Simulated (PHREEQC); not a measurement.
Solution (15 °C): 9.3 mmol/kgw NaHSO4 and 95 mmol/kgw Na2CO3. Closed to the air; pH follows from the charge balance.

Model: ion-association model, phreeqc.dat, run in PHREEQC.

Task: The ionic strength comes out as 0.229 mol/kgw. What activity coefficients do Na+, SO4-2, NaCO3-, OH-, HCO3- get?

Result: Na+ 0.74, SO4-2 0.28, NaCO3- 0.74, OH- 0.70, HCO3- 0.74.

This is a speciation only: nothing precipitates in the calculation.
